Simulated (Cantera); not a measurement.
# Thermodynamics of iron carbonyl, mercury and lead vapours, feed Pb + H2

Input: 1 mol Pb, 1.7 mol H2, at 100 Torr.

These are equilibrium values from Cantera (NASA tables, ideal gas, pure condensed phases), not measurements of a reactor. Candidate condensed phases: Pb; 4 gas species. Rates play no part.

```
T (K)   x H2      x Pb  n Pb(s)  n Pb(l)
-----  -----  --------  -------  -------
600     1.00  3.87e-11     1.00        0
650     1.00  7.02e-10        0     1.00
700     1.00   8.36e-9        0     1.00
750     1.00   7.11e-8        0     1.00
800     1.00   4.61e-7        0    1.000
850    1.000   2.39e-6        0    1.000
900    1.000   1.03e-5        0    1.000
```
x: gas mole fraction; n: condensed amount in mol.

At 600 K the condensed part is Pb(s). From 650 K to 900 K the condensed part is Pb(l).
